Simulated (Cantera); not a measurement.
An isothermal, constant-pressure homogeneous reactor starts with H2 : O2 = 0.013 : 1 (molar parts), at 1425 K and 0.0350 bar.

Cantera simulation using the H2/O2 subset of GRI-Mech 3.0, which has no nitrogen chemistry; the numbers are that mechanism's predictions, not measurements. Radical loss at walls, strong at low pressure, is not modelled.

x: mole fraction; the columns are a selection and need not sum to one.

```csv
t (s),x H2,x O2,x H2O2,x OH,x O,x HO2
4.00e-6,0.0128,0.987,<1e-12,1.04e-9,1.05e-9,4.37e-9
2.22e-5,0.0128,0.987,3.86e-12,1.72e-8,1.77e-8,2.43e-8
0.000123,0.0128,0.987,1.08e-10,2.18e-7,2.45e-7,1.35e-7
0.000684,0.0126,0.987,…,0.000127,0.000149,9.13e-7
0.00380,6.10e-5,0.976,…,0.00173,0.0106,1.22e-6
0.0211,4.60e-5,0.978,…,0.00151,0.00787,1.05e-6
0.117,1.50e-5,0.984,…,0.000866,0.00249,5.54e-7
0.649,1.39e-6,0.987,…,0.000264,0.000225,1.11e-7
3.60,1.05e-7,0.987,5.75e-10,7.29e-5,1.70e-5,4.47e-8
20.0,4.60e-8,0.987,3.16e-10,4.83e-5,7.42e-6,5.48e-8
```

Q: What belongs in the gaps?

A: 
- 0.000684, x H2O2: 2.37e-9
- 0.00380, x H2O2: 2.92e-8
- 0.0211, x H2O2: 2.65e-8
- 0.117, x H2O2: 1.65e-8
- 0.649, x H2O2: 4.07e-9
